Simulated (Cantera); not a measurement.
## Transport properties of process gases

Gas mixture: C₂H₆ : CH₃OH : N₂ = 0.37 : 0.88 : 0.11 (molar parts), at 3750 Torr, frozen composition.

Cantera's kinetic-theory transport with the Lennard-Jones parameters of GRI-Mech 3.0, ideal gas; thermal conductivity in the multicomponent form. Polar gases are described roughly by these parameters. The composition is frozen, though it would react at the higher temperatures.

```tsv
T (K)	ρ (kg/m³)	cp (J/kg/K)	μ (µPa s)	λ (mW/m/K)	Pr	D (cm²/s) O	D (cm²/s) H₂	D (cm²/s) NO
400	4.69	1711	13.4	30.5	0.750	0.0843	0.210	0.0529
550	3.41	2126	18.1	51.2	0.753	0.149	0.365	0.0939
700	2.68	2486	22.5	74.0	0.756	0.227	0.550	0.143
850	2.21	2765	26.6	96.9	0.758	0.316	0.763	0.201
1000	1.88	3016	30.3	120	0.759	0.417	1.00	0.265
1150	1.63	3212	33.8	143	0.759	0.528	1.27	0.336
1300	1.44	3376	37.1	165	0.760	0.649	1.55	0.413
1450	1.29	3512	40.2	186	0.760	0.780	1.86	0.497
```
D: mixture-averaged diffusion coefficient of that species in the mixture.
